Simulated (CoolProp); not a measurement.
The numbers come from the reference Helmholtz-energy equation of state, Leachman 2009 in CoolProp.

Task: For normal hydrogen, give the phase and the Z, cv (kJ/(kg K)), speed of sound (m/s), Joule-Thomson coefficient (K/MPa) at -231.65 °C and 0.41 MPa; -231.65 °C and 2.31 MPa; -231.65 °C and 7.29 MPa.

Result: 
- -231.65 °C and 0.41 MPa: gas; Z 0.942, cv 6.30, speed of sound 524, Joule-Thomson coefficient 6.25
- -231.65 °C and 2.31 MPa: supercritical; Z 0.625, cv 6.94, speed of sound 508, Joule-Thomson coefficient 4.37
- -231.65 °C and 7.29 MPa: supercritical; Z 0.754, cv 6.62, speed of sound 987, Joule-Thomson coefficient -0.0372
